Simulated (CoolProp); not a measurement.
Computed with CoolProp (reference Helmholtz-energy equation of state, Thol 2014).

Question: For diethyl ether, give the phase and the density (kg/m³), cv (kJ/(kg K)), expansivity (1/kK) at 512.5 K and 804 kPa; 422.6 K and 2480 kPa; 389.4 K and 235 kPa.

Answer: 
- 512.5 K and 804 kPa: gas; density 14.8, cv 2.18, expansivity 2.39
- 422.6 K and 2480 kPa: liquid; density 526, cv 2.10, expansivity 4.45
- 389.4 K and 235 kPa: gas; density 5.62, cv 1.83, expansivity 3.00
